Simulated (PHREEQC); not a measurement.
## Leach liquor (model solution)

Consider water at 25 °C with 0.0024 mol/kgw HCl and 0.0065 mol/kgw Li2SO4. Closed to the air; pH follows from the charge balance.

Equilibrium calculation in PHREEQC: ion-association model, wateq4f.dat.

```
Quantity                  Result
----------------  --------------
pH                          2.79
ionic strength    0.0203 mol/kgw
total alkalinity    -2.40 meq/kg
```

```json
[
 {"species": "Li+", "molality": "0.0128", "activity": "0.0112", "log γ": "-0.057"},
 {"species": "SO4-2", "molality": "0.00572", "activity": "0.00332", "log γ": "-0.237"},
 {"species": "Cl-", "molality": "0.00240", "activity": "0.00208", "log γ": "-0.062"},
 {"species": "H+", "molality": "0.00181", "activity": "0.00161", "log γ": "-0.051"},
 {"species": "HSO4-", "molality": "0.000594", "activity": "0.000518", "log γ": "-0.060"},
 {"species": "LiSO4-", "molality": "0.000187", "activity": "0.000163", "log γ": "-0.059"}
]
```

No solid was allowed to form.
